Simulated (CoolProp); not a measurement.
Saturation properties of ethylene (Tc = 282.4 K, pc = 50.42 bar, ω = 0.087).

Values from CoolProp's reference Helmholtz-energy equation of state, Smukala 2000.

```tsv
T (K)	p (bar)	liquid cp (kJ/(kg K))	surface tension (mN/m)
130.4	(withheld)	2.417	23.1
136.1	0.08229	2.411	22.1
141.7	0.1379	2.407	21.1
147.4	(withheld)	2.404	20.1
153	0.3436	2.404	19.1
158.6	0.5116	2.406	(withheld)
164.3	0.7435	2.411	17.2
169.9	(withheld)	2.418	16.2
175.6	1.441	2.430	(withheld)
181.2	1.933	2.445	14.4
186.9	2.557	2.464	13.4
192.5	3.307	2.488	12.5
```

Problem. Fill in the missing entries.

Solution. 
- 130.4, p (bar): 0.04617
- 147.4, p (bar): 0.2229
- 158.6, surface tension (mN/m): 18.2
- 169.9, p (bar): 1.045
- 175.6, surface tension (mN/m): 15.3

It boils at 169.4 K under 1 atm.

Surface tension comes from a separate correlation (Mulero 2012).
